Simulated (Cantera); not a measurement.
An adiabatic, constant-volume homogeneous reactor starts with 12.8 % CH4, 18.3 % O2, 68.8 % N2, equivalence ratio 1.4, at 1500 K and 4050 Torr.

Detailed kinetics in Cantera: GRI-Mech 3.0 (53 species, 325 reactions). Above 3000 K some thermodynamic fits are extrapolated.

Q: Predict: time of steepest temperature rise; temperature at 4.00 s; equilibrium temperature; x(O2) at 4.00 s; x(HO2) at 4.00 s; x(N2O) at 4.00 s; x(NO2) at 4.00 s; x(NO) at 4.00 s.

A: 
* **time of steepest temperature rise**: 0.341 ms
* **temperature at 4.00 s**: 3071 K
* **equilibrium temperature**: 3071 K
* **x(O2) at 4.00 s**: 0.00207 (gas-phase equilibrium 0.00207)
* **x(HO2) at 4.00 s**: 3.57e-6 (gas-phase equilibrium 3.57e-6)
* **x(N2O) at 4.00 s**: 8.14e-7 (gas-phase equilibrium 8.14e-7)
* **x(NO2) at 4.00 s**: 8.78e-7 (gas-phase equilibrium 8.78e-7)
* **x(NO) at 4.00 s**: 0.00462 (gas-phase equilibrium 0.00462)
